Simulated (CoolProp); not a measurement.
Properties of n-octane along the isobar 37.6 bar.

The numbers come from the reference Helmholtz-energy equation of state, Beckmüller 2019 in CoolProp.

| T (K) | phase | Z | cv (kJ/(kg K)) | Prandtl number | fugacity coefficient |
|---|---|---|---|---|---|
| 315.1 | liquid | 0.2381 | 1.847 | 8.26 | 0.001535 |
| 328.1 | liquid | 0.2322 | 1.894 | 7.61 | 0.002796 |
| 341 | liquid | 0.2270 | 1.942 | 7.09 | (withheld) |
| 353.9 | liquid | 0.2222 | 1.991 | 6.66 | 0.007811 |
| 366.9 | liquid | (withheld) | 2.041 | 6.29 | 0.01223 |
| 379.8 | liquid | (withheld) | 2.091 | 5.98 | 0.01835 |
| 392.7 | liquid | (withheld) | (withheld) | 5.70 | 0.02658 |
| 405.7 | liquid | 0.2081 | 2.192 | 5.45 | 0.03742 |
| 418.6 | liquid | 0.2056 | 2.242 | 5.23 | 0.05108 |
| 431.6 | liquid | 0.2037 | 2.293 | 5.02 | 0.06812 |
| 444.5 | liquid | 0.2021 | 2.344 | 4.83 | 0.08856 |
| 457.4 | liquid | 0.2011 | 2.393 | 4.65 | 0.1128 |
| 470.4 | liquid | 0.2005 | 2.443 | 4.47 | 0.1411 |
| 483.3 | liquid | 0.2005 | (withheld) | 4.30 | (withheld) |

Q: Complete the blanks.

A: 
- 341, fugacity coefficient: 0.004791
- 366.9, Z: 0.2180
- 379.8, Z: 0.2142
- 392.7, Z: 0.2109
- 392.7, cv (kJ/(kg K)): 2.141
- 483.3, cv (kJ/(kg K)): 2.493
- 483.3, fugacity coefficient: 0.1731

Viscosity comes from a separate model (Huber 2004). Thermal conductivity comes from a separate model (Huber 2005).
